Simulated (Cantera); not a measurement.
Input: 1 mol SiH4, 25 mol NH3, 4.4 mol N2, held at 2.50 mbar.

Equilibrium computed with Cantera from the NASA thermochemical tables; the gas is ideal and each condensed phase is pure. Candidate condensed phases: Si, Si3N4; 18 gas species. Kinetics and transport are ignored.

x: gas mole fraction; n: condensed amount in mol.

```csv
T (°C),x H2,x N2,x H,x Si,x SiH,x SiH2,n Si3N4(s),n Si(l)
725,0.709,0.291,3.62e-8,<1e-12,<1e-12,<1e-12,0.333,0
825,0.709,0.291,4.16e-7,<1e-12,<1e-12,<1e-12,0.333,0
925,0.709,0.291,3.20e-6,<1e-12,<1e-12,8.95e-12,0.333,0
1025,0.709,0.291,(withheld),(withheld),(withheld),(withheld),0.333,0
1125,0.709,0.291,7.97e-5,1.20e-8,2.54e-9,9.95e-9,0.333,0
1225,0.708,0.291,0.000289,6.33e-7,8.62e-8,1.63e-7,0.333,0
1325,0.708,0.291,(withheld),(withheld),(withheld),(withheld),0.333,0
1425,0.698,0.299,0.00242,0.000263,1.71e-5,9.75e-6,0,0.982
```

Some entries are withheld; supply them.


- 1025, x H: 1.80e-5
- 1025, x Si: 1.22e-10
- 1025, x SiH: 4.30e-11
- 1025, x SiH2: 3.92e-10
- 1325, x H: 0.000896
- 1325, x Si: 2.02e-5
- 1325, x SiH: 1.87e-6
- 1325, x SiH2: 1.87e-6
